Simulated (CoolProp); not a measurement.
A single-stage vapour-compression cycle with R124: evaporating at 327.15 K (dew point), condensing at 364.15 K (bubble point), superheat 8 K, subcooling 2 K, compressor efficiency 0.6, no pressure losses. Each further row changes one setting.

Values from CoolProp's reference Helmholtz-energy equation of state, de Vries 1995.

| case | cooling COP | pressure ratio | discharge temperature (K) | refrigerating effect (kJ/kg) | volumetric capacity (kJ/m³) |
|---|---|---|---|---|---|
| as stated | 3.93 | 2.31 | 377.4 | 89.7 | 4550 |
| evaporating temperature 332.15 K | 4.76 | 2.04 | 376.7 | 92.3 | 5310 |
| condensing temperature 359.15 K | 4.80 | 2.08 | 371.9 | 96.6 | 4900 |
| subcooling 7 K | 4.24 | 2.31 | 377.4 | 96.8 | 4900 |
| superheat 18 K | 4.06 | 2.31 | 387.1 | 98.8 | 4740 |
| compressor efficiency 0.5 | 3.28 | 2.31 | 381.6 | 89.7 | 4550 |
